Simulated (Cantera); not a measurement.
A Cantera script and its output.

```python
import numpy as np
import cantera as ct

gas = ct.Solution("gri30.yaml")
gas.TPX = 1650, 1300, {'C3H8': 1, 'H2': 37}
inlet = ct.Reservoir(gas, clone=True)

reactor = ct.IdealGasConstPressureReactor(gas, energy="off", clone=False)
exhaust = ct.Reservoir(gas, clone=True)
tau = [1.5, 0.51, 0.17, 0.057, 0.019, 0.0064, 0.0021, 0.00071][0]
for a, b in ((inlet, reactor), (reactor, exhaust)):
    ct.MassFlowController(a, b, mdot=lambda t: reactor.mass / tau)
net = ct.ReactorNet([reactor])
show = ['C3H8', 'H2', 'C2H6', 'H', 'CH3']

rows = []
print(f"{'tau/s':>10s}{'T/K':>9s}" + "".join(f"{s:>11s}" for s in show))
for tau in [1.5, 0.51, 0.17, 0.057, 0.019, 0.0064, 0.0021, 0.00071]:
    net.initial_time = 0.0
    net.advance(30 * tau)
    before = gas.X
    net.advance(40 * tau)
    drift = np.max(np.abs(gas.X - before) / (gas.X + 1e-9))
    rows.append([gas.T, *gas[show].X, drift])
    print(f"{tau:10.3e}{gas.T:9.1f}" + "".join(f"{x:11.3e}" for x in gas[show].X))
```

Output:

```
     tau/s      T/K       C3H8         H2       C2H6          H        CH3
 1.500e+00   1650.0  4.106e-06  9.541e-01  1.543e-06  1.148e-03  3.641e-04
 5.100e-01   1650.0  1.086e-05  9.516e-01  3.116e-06  1.354e-03  5.491e-04
 1.700e-01   1650.0  2.883e-05  9.492e-01  5.829e-06  1.618e-03  7.958e-04
 5.700e-02   1650.0  7.618e-05  9.471e-01  1.010e-05  1.912e-03  1.083e-03
 1.900e-02   1650.0  2.050e-04  9.456e-01  1.715e-05  2.199e-03  1.389e-03
 6.400e-03   1650.0  5.521e-04  9.450e-01  3.046e-05  2.458e-03  1.740e-03
 2.100e-03   1650.0  1.512e-03  9.453e-01  5.915e-05  2.695e-03  2.299e-03
 7.100e-04   1650.0  4.009e-03  9.477e-01  1.178e-04  2.719e-03  3.218e-03
```

Cantera simulation using GRI-Mech 3.0 (53 species, 325 reactions); the numbers are that mechanism's predictions, not measurements. GRI-Mech 3.0 was tuned for natural gas; its chemistry of propane as a main component is partial and can be far from experiment. GRI-Mech 3.0 stops at C3 and has no aromatics, soot or wall deposition, so with more carbon than oxygen in the feed, carbon stays in small species such as C2H2 where larger ones or solid carbon would form. Radical loss at walls, strong at low pressure, is not modelled.
